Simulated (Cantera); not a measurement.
What does this Cantera script print?

```python
import numpy as np
import cantera as ct

gas_names = """
    CL CLO CL2 H HCL HOCL HO2 H2 H2O H2O2 O OH O2 O3 Ti TiCL TiCL2 TiCL3 TiCL4 TiO TiOCL TiOCL2 TiO2
""".split()
cond_names = """
    H2O(s) H2O(L) Ti(a) Ti(b) Ti(L) TiCL2(s) TiCL3(s) TiCL4(L) TiO(a) TiO(b) TiO(L) TiO2(ru) TiO2(L)
    Ti2O3(a) Ti2O3(b) Ti2O3(L) Ti3O5(a) Ti3O5(b) Ti3O5(L) Ti4O7(s) Ti4O7(L)
""".split()


def load(file, names, dense=False):
    # The tables refer to 1 bar. Condensed volumes are neglected.
    table = {s.name: s for s in ct.Species.list_from_file(file)}
    out = []
    for n in names:
        d = dict(table[n].input_data)
        d["thermo"] = dict(d["thermo"], **{"reference-pressure": 1e5})
        if dense:
            d["equation-of-state"] = {"model": "constant-volume", "density": "1e6 g/cm^3"}
        out.append(ct.Species.from_dict(d))
    return out


gas = ct.Solution(thermo="ideal-gas", species=load("nasa_gas.yaml", gas_names))
cond = {s.name: ct.Solution(thermo="fixed-stoichiometry", species=[s], name=s.name)
        for s in load("nasa_condensed.yaml", cond_names, dense=True)}
atoms = {
    'TiCl4': {'Ti': 1, 'CL': 4},
    'H2O': {'H': 2, 'O': 1},
    'H2': {'H': 2},
}
top_T = {'TiCL2(s)': 1300, 'TiCL3(s)': 1000}  # K; cautious upper limits of use, not melting points


def equilibrate(T, P, feed):
    n = {}
    for name, mol in feed.items():
        for a, k in atoms[name].items():
            n[a] = n.get(a, 0.0) + k * mol
    gas.TPX = T, P, n
    mass = sum(n.values()) * gas.mean_molecular_weight
    gas.equilibrate("TP")
    valid = [c for c in cond.values() if c.min_temp <= T <= top_T.get(c.name, c.max_temp)]
    mix = ct.Mixture([(gas, mass / gas.mean_molecular_weight)] + [(c, 0.0) for c in valid])
    mix.T, mix.P = T, P
    mix.equilibrate("TP", solver="vcs", rtol=1e-11, max_steps=5000)
    return mix


results = []
feed = {'TiCl4': 1, 'H2O': 17, 'H2': 9.7}  # mol
T = 1723  # K
P = 6900  # Pa
mix = equilibrate(T, P, feed)
results.append((T, P, feed, dict(zip(mix.species_names, mix.species_moles))))
x = sorted(zip(gas.X, gas.species_names), reverse=True)
print(f"T = {T:g} K  P = {P:g} Pa  gas = {mix.phase_moles(0):.4g} mol")
print("   x: " + "  ".join(f"{s} {v:.3e}" for v, s in x if v > 0.0001))
print("   condensed (mol): " + ("  ".join(f"{mix.phase(i).name} {mix.phase_moles(i):.4g}"
      for i in range(1, mix.n_phases) if mix.phase_moles(i) > 1e-12) or "none"))
```

Result:

```
T = 1723 K  P = 6900 Pa  gas = 28.71 mol
   x: H2O 5.225e-01  H2 3.378e-01  HCL 1.392e-01  H 4.035e-04  CL 1.288e-04
   condensed (mol): TiO2(ru) 1
```

Cantera equilibrium calculation (NASA polynomials, part measured and part estimated; ideal gas, pure solids and liquids). Gases not in the tables: TiO(OH)2.
